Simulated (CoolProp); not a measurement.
Vapour-liquid equilibrium of n-butane (1) + cyclohexane (2) at 53.15 °C; x and y are mole fractions of (1).

Computed with CoolProp (multi-fluid Helmholtz-energy mixture model, Bücker 2006 and Zhou 2014; pair parameters Bell 2016).

```csv
x,"bubble pressure, mixture model (MPa)","bubble pressure, Raoult's law (MPa)","y, mixture model","y, Raoult's law"
0.05,0.05854,0.06558,(withheld),0.410
0.2,0.1234,0.1401,(withheld),0.768
0.35,0.1992,0.2147,(withheld),0.877
0.5,0.2784,0.2892,(withheld),0.930
0.65,0.3563,0.3638,(withheld),0.961
0.8,0.4323,0.4384,(withheld),0.981
0.95,(withheld),0.5129,0.995,0.996
```

What belongs in the gaps?


- 0.05, y, mixture model: 0.334
- 0.2, y, mixture model: 0.730
- 0.35, y, mixture model: 0.862
- 0.5, y, mixture model: 0.923
- 0.65, y, mixture model: 0.956
- 0.8, y, mixture model: 0.978
- 0.95, bubble pressure, mixture model (MPa): 0.5101

The largest gap from Raoult's law is -11.9 % in bubble pressure, at x = 0.2. No azeotrope shows between x = 0.05 and 0.95.

The pair parameters rest on a limited set of measurements; away from them the model extrapolates.
